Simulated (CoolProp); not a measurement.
A closed Brayton cycle with carbon dioxide: compressor inlet 309.15 K and 8.4 MPa, high pressure 26.6 MPa, turbine inlet 775 K, compressor efficiency 0.8, turbine efficiency 0.85, recuperator effectiveness 0 (on enthalpy, no pinch check). Each further row changes one setting.

Computed with CoolProp (reference Helmholtz-energy equation of state, Span 1996).

| case | thermal efficiency (%) | net work (kJ/kg) | compressor to turbine work | compressor exit (K) | turbine exit (K) |
|---|---|---|---|---|---|
| as stated | [?] | 95.6 | 0.27 | 355.2 | 649.6 |
| turbine inlet 725 K | 15.6 | 85.5 | 0.29 | 355.2 | [?] |
| compressor inlet 319.15 K | 14.6 | 72.5 | 0.45 | 409.7 | 649.6 |
| high pressure 22.6 MPa | [?] | 85.8 | [?] | 347.9 | [?] |
| recuperator effectiveness 0.5 | 22.0 | 95.6 | 0.27 | 355.2 | 649.6 |

### Question
Complete the blanks.

### Answer

- as stated, thermal efficiency (%): 15.7
- turbine inlet 725 K, turbine exit (K): 603.9
- high pressure 22.6 MPa, thermal efficiency (%): 13.8
- high pressure 22.6 MPa, compressor to turbine work: 0.25
- high pressure 22.6 MPa, turbine exit (K): 666.8
